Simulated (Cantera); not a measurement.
A Cantera script and what it prints.

```python
import numpy as np
import cantera as ct

gas_names = """
    C CO COS CO2 CS CS2 C2 C2O C3 C3O2 C4 C5 O O2 O3 S SO SO2 SO3 S2 S2O S8
""".split()
cond_names = """
    C(gr) S(cr1) S(cr2) S(L)
""".split()


# ... load() reads the species with a 1 bar reference pressure and builds the phases ...
atoms = {
    'CS2': {'C': 1, 'S': 2},
    'SO2': {'S': 1, 'O': 2},
}
top_T = {'C(gr)': 4500}  # K; cautious upper limits of use, not melting points


# ... equilibrate(T, P, feed) seeds the gas with the atoms and calls Mixture.equilibrate('TP', solver="vcs", rtol=1e-11, max_steps=5000) ...
results = []
feed = {'CS2': 1, 'SO2': 0.079}  # mol
T = 925  # K
for P in [10, 84, 710, 6000, 50000, 420000, 3600000, 30000000]:
    mix = equilibrate(T, P, feed)
    results.append((T, P, feed, dict(zip(mix.species_names, mix.species_moles))))
    x = sorted(zip(gas.X, gas.species_names), reverse=True)
    print(f"T = {T:g} K  P = {P:g} Pa  gas = {mix.phase_moles(0):.4g} mol")
    print("   x: " + "  ".join(f"{s} {v:.3e}" for v, s in x if v > 1e-05))
    print("   condensed (mol): " + ("  ".join(f"{mix.phase(i).name} {mix.phase_moles(i):.4g}"
          for i in range(1, mix.n_phases) if mix.phase_moles(i) > 1e-12) or "none"))
```

Result:

```
T = 925 K  P = 10 Pa  gas = 1.194 mol
   x: CS2 7.050e-01  S2 1.627e-01  CO 1.270e-01  COS 5.308e-03
   condensed (mol): none
T = 925 K  P = 84 Pa  gas = 1.189 mol
   x: CS2 7.082e-01  S2 1.589e-01  CO 1.186e-01  COS 1.420e-02  CO2 6.802e-05
   condensed (mol): none
T = 925 K  P = 710 Pa  gas = 1.177 mol
   x: CS2 7.157e-01  S2 1.505e-01  CO 9.969e-02  COS 3.377e-02  CO2 3.810e-04
   condensed (mol): none
T = 925 K  P = 6000 Pa  gas = 1.158 mol
   x: CS2 7.282e-01  S2 1.368e-01  CO 6.893e-02  COS 6.471e-02  CO2 1.375e-03
   condensed (mol): none
T = 925 K  P = 50000 Pa  gas = 1.14 mol
   x: CS2 7.417e-01  S2 1.226e-01  COS 9.552e-02  CO 3.723e-02  CO2 2.940e-03
   condensed (mol): none
T = 925 K  P = 420000 Pa  gas = 1.125 mol
   x: CS2 7.526e-01  COS 1.156e-01  S2 1.104e-01  CO 1.637e-02  CO2 4.242e-03  S8 7.661e-04
   condensed (mol): none
T = 925 K  P = 3.6e+06 Pa  gas = 0.3027 mol
   x: CS2 4.633e-01  COS 3.619e-01  CO2 6.757e-02  S2 5.424e-02  S8 2.807e-02  CO 2.499e-02
   condensed (mol): C(gr) 0.7222  S(L) 1.588
T = 925 K  P = 3e+07 Pa  gas = 0.1063 mol
   x: CO2 5.516e-01  COS 3.582e-01  CS2 5.559e-02  CO 2.473e-02  S2 6.509e-03  S8 3.368e-03
   condensed (mol): C(gr) 0.8947  S(L) 2.025
```

Cantera equilibrium calculation (NASA polynomials, part measured and part estimated; ideal gas, pure solids and liquids). The ideal-gas law is rough above about 30 bar. Gases not in the tables: S3 to S7.
